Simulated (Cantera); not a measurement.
A counterflow diffusion flame at 1.60 bar, nozzles 20 mm apart: fuel side H₂ = 1 (molar parts) at 448 K, oxidiser side O₂ : N₂ = 0.25 : 0.75 (molar parts) at 348 K, fuel mass flux 0.19 times the oxidiser's; mixture-averaged transport, no radiation.

Computed with Cantera and the H2/O2 subset of GRI-Mech 3.0, which has no nitrogen chemistry. The maximum strain rate includes the flame's own expansion and is several times the mean.

x: mole fraction; the columns are a selection and need not sum to one.

```csv
oxidiser flux (kg/m²/s),max strain (1/s),mean strain (1/s),T max (K),peak x OH,peak x H,peak x H₂O,peak x HO₂
0.96,697,135,2693,0.0256,0.0154,0.318,3.51e-5
1.3,930,183,2679,0.0259,0.0163,0.316,4.60e-5
1.8,1250,254,2659,0.0263,0.0173,0.314,5.91e-5
2.5,1650,352,2623,0.0264,0.0185,0.312,7.45e-5
3.4,2170,479,2586,0.0266,0.0200,0.310,9.20e-5
4.6,___,648,2548,0.0268,___,0.307,___
6.3,___,888,2501,0.0270,___,0.304,___
8.6,5100,1210,2454,0.0271,0.0271,0.301,0.000161
12,7080,1690,2392,0.0268,0.0300,0.298,0.000191
16,9360,2250,2334,0.0263,0.0328,0.295,0.000220
```

Problem. What belongs in the gaps?

Solution. 
- 4.6, max strain (1/s): 2860
- 4.6, peak x H: 0.0220
- 4.6, peak x HO₂: 0.000112
- 6.3, max strain (1/s): 3780
- 6.3, peak x H: 0.0243
- 6.3, peak x HO₂: 0.000135
